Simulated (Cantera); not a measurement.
Cantera run:

```python
import numpy as np
import cantera as ct

gas_names = [...]  # 109 gases of nasa_gas.yaml made of C, Cl, H, Si
cond_names = """
    C(gr) C6H6(L) C7H8(L) C8H18(L),n-octa Si(cr) Si(L) SiC(b)
""".split()


# ... load() reads the species with a 1 bar reference pressure and builds the phases ...
atoms = {
    'CCl4': {'C': 1, 'CL': 4},
    'Si': {'Si': 1},
    'H2': {'H': 2},
}
top_T = {'C(gr)': 4500, 'SiC(b)': 3050}  # K; cautious upper limits of use, not melting points


# ... equilibrate(T, P, feed) seeds the gas with the atoms and calls Mixture.equilibrate('TP', solver="vcs", rtol=1e-11, max_steps=5000) ...
results = []
feed = {'CCl4': 1, 'Si': 0.018, 'H2': 1.5}  # mol
P = 26  # Pa
for T in [2000, 2025, 2050, 2075, 2100, 2125, 2150, 2175, 2200, 2225, 2250]:
    mix = equilibrate(T, P, feed)
    results.append((T, P, feed, dict(zip(mix.species_names, mix.species_moles))))

top = {s: max(r[3][s] / sum(r[3][g] for g in gas_names) for r in results) for s in gas_names}
cols = sorted((s for s in top if top[s] > 0.001), key=lambda s: -top[s])[:8]
seen = [c for c in cond_names if any(r[3].get(c, 0) > 1e-12 for r in results)]
print("log10 of partial pressures in bar; condensed amounts in mol")
print(f"{'T/K':>10s}" + "".join(f"{s[:9]:>10s}" for s in cols + seen))
for T, P, feed, n in results:
    ng = sum(n[g] for g in gas_names)
    print(f"{T:10.4g}" + "".join(f"{np.log10(max(n[s] / ng * P / 1e5, 1e-99)):10.3f}" for s in cols)
          + "".join(f"{n.get(c, 0):10.4g}" for c in seen))
```

It prints:

```
log10 of partial pressures in bar; condensed amounts in mol
       T/K       HCL        CL         H        H2     SiCL2        Si     C(gr)
      2000    -3.771    -4.106    -5.370    -5.163    -5.961    -8.322    0.9998
      2025    -3.786    -4.088    -5.258    -5.086    -5.967    -8.082    0.9997
      2050    -3.804    -4.070    -5.153    -5.018    -5.976    -7.852    0.9996
      2075    -3.824    -4.051    -5.054    -4.959    -5.987    -7.633    0.9995
      2100    -3.846    -4.031    -4.961    -4.909    -6.003    -7.425    0.9992
      2125    -3.871    -4.012    -4.873    -4.866    -6.024    -7.227     0.999
      2150    -3.898    -3.994    -4.790    -4.830    -6.052    -7.043    0.9986
      2175    -3.928    -3.976    -4.712    -4.801    -6.091    -6.872    0.9981
      2200    -3.961    -3.959    -4.639    -4.779    -6.143    -6.720    0.9975
      2225    -3.997    -3.943    -4.571    -4.764    -6.212    -6.587    0.9966
      2250    -4.036    -3.928    -4.507    -4.755    -6.300    -6.476    0.9956
```

Cantera equilibrium calculation (NASA polynomials, part measured and part estimated; ideal gas, pure solids and liquids). The tables' values for SiCl, SiCl3 are old estimates; treat these amounts as uncertain.
